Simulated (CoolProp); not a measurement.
Vapour-liquid equilibrium of R22 (1) + R11 (2) at 54.1 kPa; x and y are mole fractions of (1).

Model: multi-fluid Helmholtz-energy mixture model, Kamei 1995 and Jacobsen 1992; pair parameters Bell 2016, in CoolProp.

Give the bubble temperature and the first vapour's composition at x = 0.2, 0.35, 0.95. Is there an azeotrope?

x = 0.2: 242.1 K, y = 0.865; x = 0.35: 233.9 K, y = 0.928; x = 0.95: 220.7 K, y = 0.996. No azeotrope shows between x = 0.05 and 0.95.

Pair parameters are fitted to limited data, so mixtures are less certain than the pure fluids.
